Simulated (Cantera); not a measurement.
What does this Cantera script print?

```python
import numpy as np
import cantera as ct

gas = ct.Solution("gri30.yaml", transport_model="multicomponent")
show = ['H2O', 'OH', 'CO2']

rows = []
print(f"{'T/K':>7s}{'rho':>11s}{'cp':>10s}{'mu':>11s}{'lambda':>11s}{'Pr':>7s}" + "".join(f"{'D_' + s:>11s}" for s in show))
for T in [400, 650, 900, 1150, 1400, 1650, 1900, 2150, 2400]:
    gas.TPX = T, 2666, {'CO': 0.23, 'C3H8': 0.41}
    Pr = gas.cp_mass * gas.viscosity / gas.thermal_conductivity
    D = [gas.mix_diff_coeffs_mole[gas.species_index(s)] for s in show]
    rows.append([gas.density, gas.cp_mass, gas.viscosity, gas.thermal_conductivity, Pr, *D])
    print(f"{T:7g}{gas.density:11.4e}{gas.cp_mass:10.1f}{gas.viscosity:11.4e}"
          f"{gas.thermal_conductivity:11.4e}{Pr:7.3f}" + "".join(f"{d:11.4e}" for d in D))
print("SI units: kg/m3, J/kg/K, Pa s, W/m/K, m2/s")
```

It prints:

```
    T/K        rho        cp         mu     lambda     Pr      D_H2O       D_OH      D_CO2
    400 3.0714e-02    1848.8 1.3280e-05 3.0718e-02  0.799 9.3295e-04 1.3147e-03 6.4313e-04
    650 1.8901e-02    2561.7 1.9738e-05 6.1896e-02  0.817 2.3677e-03 3.0523e-03 1.5591e-03
    900 1.3651e-02    3069.8 2.5145e-05 9.4001e-02  0.821 4.3000e-03 5.2998e-03 2.7605e-03
   1150 1.0683e-02    3411.3 2.9899e-05 1.2410e-01  0.822 6.6536e-03 7.9969e-03 4.2084e-03
   1400 8.7756e-03    3662.2 3.4210e-05 1.5247e-01  0.822 9.3812e-03 1.1105e-02 5.8786e-03
   1650 7.4459e-03    3858.3 3.8198e-05 1.7944e-01  0.821 1.2451e-02 1.4597e-02 7.7545e-03
   1900 6.4662e-03    4008.6 4.1941e-05 2.0483e-01  0.821 1.5841e-02 1.8451e-02 9.8245e-03
   2150 5.7143e-03    4121.2 4.5494e-05 2.2858e-01  0.820 1.9536e-02 2.2650e-02 1.2080e-02
   2400 5.1191e-03    4203.5 4.8893e-05 2.5076e-01  0.820 2.3523e-02 2.7182e-02 1.4513e-02
SI units: kg/m3, J/kg/K, Pa s, W/m/K, m2/s
```

Cantera simulation using GRI-Mech 3.0 (53 species, 325 reactions); the numbers are that mechanism's predictions, not measurements. The composition is frozen, though it would react at the higher temperatures.
